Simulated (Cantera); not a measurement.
Feed: 1 mol SiCl₄, 2.7 mol N₂O, 2 mol H₂, 2.3 mol H₂O, equilibrated at 673 K and 0.0350 bar.

Cantera equilibrium calculation (NASA polynomials, part measured and part estimated; ideal gas, pure solids and liquids). Rates play no part.

```json
[
 {"species": "HCl", "before": "0.321", "after": "0.615"},
 {"species": "H₂", "before": "<1e-9", "after": "0.277"},
 {"species": "H₂O", "before": "0.313", "after": "0.0769"},
 {"species": "N₂", "before": "0.297", "after": "0.0308"},
 {"species": "Cl₂", "before": "0.0598", "after": "<1e-9"},
 {"species": "O₂", "before": "0.00864", "after": "<1e-9"},
 {"species": "NH₃", "before": "<1e-9", "after": "1.20e-5"},
 {"species": "SiO₂(α-quartz), mol", "before": "1.00", "after": "1.00"}
]
```
Gas species are given as mole fractions.

Task: What was changed between the two runs?
(A) pressure from 0.0350 bar to 9.70e-5 bar
(B) H₂O from 2.3 to 0.21 mol
(C) H₂O from 2.3 to 0.18 mol
(D) N₂O from 2.7 to 0.2 mol

Result: D, N₂O from 2.7 to 0.2 mol
